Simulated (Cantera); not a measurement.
An isothermal, constant-pressure homogeneous reactor starts with 6.63 % H2, 93.4 % O2, equivalence ratio 0.035, at 1298 K and 450 Pa.

Detailed kinetics in Cantera: the H2/O2 subset of GRI-Mech 3.0, which has no nitrogen chemistry. Radical loss at walls, strong at low pressure, is not modelled. The temperature is held fixed by assumption; the heat of reaction is taken as removed at once.

x: mole fraction; the columns are a selection and need not sum to one.

```csv
t (s),x H2,x O2,x H2O,x O,x OH
2.00e-6,0.0663,0.934,<1e-12,2.41e-12,2.40e-12
6.21e-6,0.0663,0.934,<1e-12,2.30e-11,2.29e-11
1.93e-5,0.0663,0.934,1.06e-11,2.07e-10,2.03e-10
5.99e-5,0.0663,0.934,2.75e-10,1.72e-9,…
0.000186,0.0663,0.934,5.99e-9,1.26e-8,…
0.000578,0.0663,0.934,1.39e-7,1.25e-7,…
0.00179,0.0663,0.934,2.21e-5,1.44e-5,…
0.00557,0.00292,0.884,0.0533,0.0400,…
0.0173,0.00138,0.882,0.0568,0.0433,0.00576
0.0537,0.00127,0.887,0.0579,0.0393,0.00554
0.167,0.000983,0.898,0.0606,0.0294,…
0.518,0.000477,0.916,0.0647,0.0137,…
1.61,0.000108,0.928,0.0674,0.00302,…
5.00,1.54e-5,0.931,0.0682,0.000426,…
```

Task: What belongs in the gaps?

Result: 
- 5.99e-5, x OH: 1.62e-9
- 0.000186, x OH: 1.08e-8
- 0.000578, x OH: 9.45e-8
- 0.00179, x OH: 1.06e-5
- 0.00557, x OH: 0.00730
- 0.167, x OH: 0.00491
- 0.518, x OH: 0.00345
- 1.61, x OH: 0.00165
- 5.00, x OH: 0.000625
